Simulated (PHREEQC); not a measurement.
Consider water at 20 °C with 10 mmol/kgw HNO3, 2 mmol/kgw Al(NO3)3 and 0.0016 mmol/kgw CO2. Closed to the air; pH follows from the charge balance.

Computed with PHREEQC (ion-association model, phreeqc.dat).

The ionic strength comes out as 0.0220 mol/kgw. What activity coefficients do Al+3, NO3-, H+ get?

Al+3 0.34, NO3- 0.86, H+ 0.89.

Precipitation was switched off in this run.
